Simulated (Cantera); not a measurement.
An isothermal, constant-pressure homogeneous reactor starts with CH4 : N2 = 1 : 12 (molar parts), at 1875 K and 0.220 bar. Integrator tolerance rtol = 1e-08.

Computed with Cantera and GRI-Mech 3.0 (53 species, 325 reactions). GRI-Mech 3.0 stops at C3 and has no aromatics, soot or wall deposition, so with more carbon than oxygen in the feed, carbon stays in small species such as C2H2 where larger ones or solid carbon would form.

What does this change do: pressure from 0.220 bar to 0.133 bar?


```json
[
 {"quantity": "x(CH4) at 2.00 s", "before": "4.74e-5 (gas-phase equilibrium 2.41e-5)", "after": "3.17e-5 (gas-phase equilibrium 1.46e-5)"},
 {"quantity": "x(HCN) at 2.00 s", "before": "5.51e-5 (gas-phase equilibrium 0.0542)", "after": "6.60e-5 (gas-phase equilibrium 0.0542)"},
 {"quantity": "x(H2) at 2.00 s", "before": "0.107 (gas-phase equilibrium 0.107)", "after": "0.107 (gas-phase equilibrium 0.107)"},
 {"quantity": "x(C2H6) at 2.00 s", "before": "2.35e-10 (gas-phase equilibrium 5.94e-11)", "after": "9.91e-11 (gas-phase equilibrium 2.18e-11)"},
 {"quantity": "x(C2H) at 2.00 s", "before": "1.82e-6 (gas-phase equilibrium 4.38e-7)", "after": "2.34e-6 (gas-phase equilibrium 5.62e-7)"},
 {"quantity": "x(C2H2) at 2.00 s", "before": "0.0356 (gas-phase equilibrium 0.00857)", "after": "0.0356 (gas-phase equilibrium 0.00857)"},
 {"quantity": "x(C2H4) at 2.00 s", "before": "1.18e-5 (gas-phase equilibrium 2.84e-6)", "after": "7.16e-6 (gas-phase equilibrium 1.72e-6)"}
]
```

What does this change do: 0.29 parts H2O added?


```json
[
 {"quantity": "x(CH4) at 2.00 s", "before": "4.74e-5 (gas-phase equilibrium 2.41e-5)", "after": "0.000135 (gas-phase equilibrium 2.45e-5)"},
 {"quantity": "x(HCN) at 2.00 s", "before": "5.51e-5 (gas-phase equilibrium 0.0542)", "after": "0.000166 (gas-phase equilibrium 0.0393)"},
 {"quantity": "x(H2) at 2.00 s", "before": "0.107 (gas-phase equilibrium 0.107)", "after": "0.132 (gas-phase equilibrium 0.132)"},
 {"quantity": "x(C2H6) at 2.00 s", "before": "2.35e-10 (gas-phase equilibrium 5.94e-11)", "after": "1.12e-9 (gas-phase equilibrium 4.95e-11)"},
 {"quantity": "x(C2H) at 2.00 s", "before": "1.82e-6 (gas-phase equilibrium 4.38e-7)", "after": "1.11e-6 (gas-phase equilibrium 2.14e-7)"},
 {"quantity": "x(C2H2) at 2.00 s", "before": "0.0356 (gas-phase equilibrium 0.00857)", "after": "0.0242 (gas-phase equilibrium 0.00466)"},
 {"quantity": "x(C2H4) at 2.00 s", "before": "1.18e-5 (gas-phase equilibrium 2.84e-6)", "after": "9.96e-6 (gas-phase equilibrium 1.92e-6)"}
]
```
